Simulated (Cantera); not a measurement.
Feed: 1 mol NaCl, 2.3 mol HCl, 40 mol N₂, equilibrated at 10.0 mbar.

Equilibrium computed with Cantera from the NASA thermochemical tables; the gas is ideal and each condensed phase is pure. Candidate condensed phases: NH₄Cl, Na, NaCl; 17 gas species. The numbers say what is thermodynamically allowed, not how fast it happens.

**Question.** At 1375 K, list the 5 most abundant gas species with their mole fractions, and the condensed phases.

**Answer.** N₂ 0.924, HCl 0.0530, NaCl 0.0230, Cl 0.000165, H₂ 8.28e-5. Condensed: gas only.
